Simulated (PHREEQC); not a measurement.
Consider water at 55 °C with 0.0049 mol CaSO4 and 0.083 mol Na2HPO4 per kg of water. Closed to the air; pH follows from the charge balance.

All values are PHREEQC results (ion-association model, wateq4f.dat), not measurements.

**Question.** The ionic strength comes out as 0.235 mol/kgw. What activity coefficients do NaSO4-, CaPO4-, HPO4-2, PO4-3, H2PO4- get?

**Answer.** NaSO4- 0.72, CaPO4- 0.72, HPO4-2 0.26, PO4-3 0.050, H2PO4- 0.72.

No solid was allowed to form. The solution is supersaturated, for example in Hydroxyapatite, so a real one may precipitate; this is no full list. Complexes and solids missing from the database can't appear. H3PO4, which wateq4f.dat lacks, is added to it with the constant of phreeqc.dat. At this temperature some constants are extrapolated from 25 °C, and those without enthalpy data are left unchanged.
